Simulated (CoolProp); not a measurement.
Properties of isobutane at several states.

Model: reference Helmholtz-energy equation of state, Bücker 2006, in CoolProp.

| T (K) | p (kPa) | phase | Joule-Thomson coefficient (K/MPa) | expansivity (1/kK) |
|---|---|---|---|---|
| 254.5 | 153 | liquid | -0.4085 | 1.817 |
| 431.8 | 3290 | gas | 10.61 | 8.055 |
| 508.3 | 17.3 | gas | 4.353 | 1.973 |
| 440.4 | 13.2 | gas | 6.501 | 2.278 |
| 434.9 | 7030 | supercritical | 2.804 | 10.78 |
| 287.2 | 2830 | liquid | -0.3116 | 2.038 |
